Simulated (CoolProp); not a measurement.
Properties of R227EA along the isobar 0.101 MPa.

The numbers come from the reference Helmholtz-energy equation of state, Lemmon 2016 in CoolProp.

```json
[
 {"T (K)": "171.2", "phase": "liquid", "density (kg/m³)": "1809", "Joule-Thomson coefficient (K/MPa)": "-0.4261", "viscosity (µPa s)": "1690", "conductivity (mW/(m K))": "88.6", "fugacity coefficient": "0.002305"},
 {"T (K)": "214.6", "phase": "liquid", "density (kg/m³)": "1682", "Joule-Thomson coefficient (K/MPa)": "-0.3589", "viscosity (µPa s)": "767", "conductivity (mW/(m K))": "80.2", "fugacity coefficient": "0.1035"},
 {"T (K)": "258", "phase": "gas", "density (kg/m³)": "8.410", "Joule-Thomson coefficient (K/MPa)": "32.09", "viscosity (µPa s)": "9.85", "conductivity (mW/(m K))": "10.4", "fugacity coefficient": "0.9543"},
 {"T (K)": "301.4", "phase": "gas", "density (kg/m³)": "7.038", "Joule-Thomson coefficient (K/MPa)": "17.46", "viscosity (µPa s)": "11.7", "conductivity (mW/(m K))": "13.6", "fugacity coefficient": "0.9744"},
 {"T (K)": "344.8", "phase": "gas", "density (kg/m³)": "6.088", "Joule-Thomson coefficient (K/MPa)": "10.96", "viscosity (µPa s)": "13.4", "conductivity (mW/(m K))": "16.9", "fugacity coefficient": "0.9841"},
 {"T (K)": "388.2", "phase": "gas", "density (kg/m³)": "5.377", "Joule-Thomson coefficient (K/MPa)": "7.619", "viscosity (µPa s)": "15.1", "conductivity (mW/(m K))": "20.2", "fugacity coefficient": "0.9895"},
 {"T (K)": "431.6", "phase": "gas", "density (kg/m³)": "4.820", "Joule-Thomson coefficient (K/MPa)": "5.666", "viscosity (µPa s)": "16.7", "conductivity (mW/(m K))": "23.6", "fugacity coefficient": "0.9929"},
 {"T (K)": "475", "phase": "gas", "density (kg/m³)": "4.370", "Joule-Thomson coefficient (K/MPa)": "4.400", "viscosity (µPa s)": "18.2", "conductivity (mW/(m K))": "27.0", "fugacity coefficient": "0.9951"}
]
```

Viscosity comes from a separate model (Huber 2003), an estimate that may be off by 10 % or more. Thermal conductivity comes from a separate model (Huber 2003), an estimate that may be off by 10 % or more.
